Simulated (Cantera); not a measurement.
Charge: 1 mol SiO2, 0.51 mol MgCl2, 9 mol O2, held at 1550 K and 750 Torr.

These are equilibrium values from Cantera (NASA tables, ideal gas, pure condensed phases), not measurements of a reactor. Candidate condensed phases: Mg, MgCl2, MgO, MgSiO3, Mg2SiO4, Si, SiO2; 20 gas species. Mutual solubility and eutectic melting of coexisting phases are not modelled. The tables hold silica as quartz up to 1696 K and as liquid above; real silica turns to tridymite and cristobalite and melts near 1996 K. Condensed phases not in the tables: alloys, solid solutions and most ternary compounds. The numbers say what is thermodynamically allowed, not how fast it happens.

Base state: O2 0.937, Cl2 0.0447, Cl 0.0171, MgCl2 0.00112, ClO 0.000383 (mole fractions); condensed: MgSiO3(s) + SiO2(β-quartz).

### Question
What changes in the equilibrium state with this change: SiO2 replaced by TiO2?

### Answer
```tsv
species	before	after
O2	0.937	0.937
Cl2	0.0447	0.0446
Cl	0.0171	0.0171
MgCl2	0.00112	0.00130
ClO	0.000383	0.000382
MgSiO3(s), mol	0.500	0
SiO2(β-quartz), mol	0.500	0
MgTi2O5(s), mol	0	0.498
TiO2(rutile), mol	0	0.00427
```
Further candidate phases: MgTiO3, MgTi2O5, Mg2TiO4, Ti, TiCl2, TiCl3, TiCl4, TiO, TiO2, Ti2O3, Ti3O5, Ti4O7.
